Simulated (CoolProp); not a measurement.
Propylene at 509.07 K and 6.26 MPa flows at 4.1 m/s in a round tube of 100 mm bore and 45 µm roughness, fully developed (64/Re and Nu = 3.66 if laminar; Colebrook and Gnielinski if turbulent). Each further row changes one setting.

Computed with CoolProp (reference Helmholtz-energy equation of state, Lemmon 2013).

```tsv
case	Reynolds number	Darcy friction factor	pressure drop (Pa/m)	heat-transfer coefficient (W/(m² K))	mass flow (kg/h)
as stated	1680000	0.0166	102	1700	8460
velocity 8.2 m/s	3360000	0.0165	405	3360	16900
diameter 200 mm	3360000	0.0144	44.0	1460	33900
```

Viscosity comes from a separate model (Huber 2003), an estimate that may be off by 10 % or more. Thermal conductivity comes from a separate model (Huber 2003), an estimate that may be off by 10 % or more.
